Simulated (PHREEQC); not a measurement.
A made-up water analysis in mg/kgw, 25 °C, pH 5.69, pe -1.3:

```
constituent           mg/kgw
------------------  --------
Na                    0.0286
K                    0.00129
Ca                    0.0447
Mg                   0.00182
Cl                     0.075
S(6) as SO4           0.0339
Alkalinity as HCO3    0.0522
Li                  0.000302
Si as SiO2          0.000104
Br                   0.00163
```

Na is adjusted to close the charge balance.
Valence states are taken as typed.

Equilibrium calculation in PHREEQC: ion-association model, phreeqc.dat.

* **ionic strength**: 7.29e-6 mol/kgw

| species | molality | activity | log γ |
|---|---|---|---|
| CO2 | 1.33e-5 | 1.33e-5 | 0.000 |
| HCO3- | 2.90e-6 | 2.89e-6 | -0.001 |
| Cl- | 2.12e-6 | 2.11e-6 | -0.001 |
| H+ | 2.05e-6 | 2.04e-6 | -0.001 |
| Na+ | 1.24e-6 | 1.24e-6 | -0.001 |
| Ca+2 | 1.11e-6 | 1.10e-6 | -0.005 |
| SO4-2 | 3.53e-7 | 3.48e-7 | -0.005 |
| Mg+2 | 7.48e-8 | 7.39e-8 | -0.005 |
| Li+ | 4.35e-8 | 4.34e-8 | -0.001 |
| K+ | 3.30e-8 | 3.29e-8 | -0.001 |
| Br- | 2.04e-8 | 2.03e-8 | -0.001 |
| OH- | 4.97e-9 | 4.96e-9 | -0.001 |

This is a speciation only: nothing precipitates in the calculation.
